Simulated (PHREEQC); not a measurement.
## Sulfide liquor: speciation

Solution (25 °C): 0.0023 mol/kgw Na2S and 3.8e-06 mol/kgw NaOH. Closed to the air; pH follows from the charge balance.

Computed with PHREEQC (ion-association model, wateq4f.dat).

Precipitation was switched off in this run.

Question: Predict the pH, ionic strength.

Answer: pH 11.32; ionic strength 0.00467 mol/kgw.

Species that the database lacks are ignored. The polysulfide entries of wateq4f.dat were taken out for this run.
